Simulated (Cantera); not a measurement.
Feed: 1 mol SiH2Cl2, 0.0041 mol Cl2, 11 mol N2, at 950 °C and 1.00 bar.

Method: chemical equilibrium by Gibbs-energy minimisation in Cantera with the NASA 1993 tables (ideal gas, pure condensed phases). Candidate condensed phases: NH4Cl, Si, Si3N4; 28 gas species. N2 is the only nitrogen source here; it is nearly inert below about 1500 K, so the nitride shown seldom forms there in practice. The tables' values for SiCl3 are old estimates; treat these amounts as uncertain. The numbers say what is thermodynamically allowed, not how fast it happens.

What is the equilibrium state?


- x(N2): 0.853
- x(HCl): 0.0993
- x(H2): 0.0317
- x(SiCl4): 0.0158
- x(SiCl3): 0.000158
- x(SiHCl3): 0.000156
- x(SiCl2): 1.25e-5
- n(Si3N4(s)): 0.267 mol
- gas amount: 12.27 mol
- log10 activity of Si(s) (absent): -4.78
